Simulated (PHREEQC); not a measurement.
Consider water at 45 °C with 4.6 mmol/kgw HF and 1.5 mmol/kgw NaF. Closed to the air; pH follows from the charge balance.

Computed with PHREEQC (ion-association model, phreeqc.dat).

No solid was allowed to form.

Problem. Order these F species by the share of F that they hold, largest first: F-, HF, HF2-.

Solution. HF (61 %), F- (38 %), HF2- (1.2 %)

The pH is 3.10 and the ionic strength 0.00233 mol/kgw. Constants without temperature data keep their 25 °C values here.
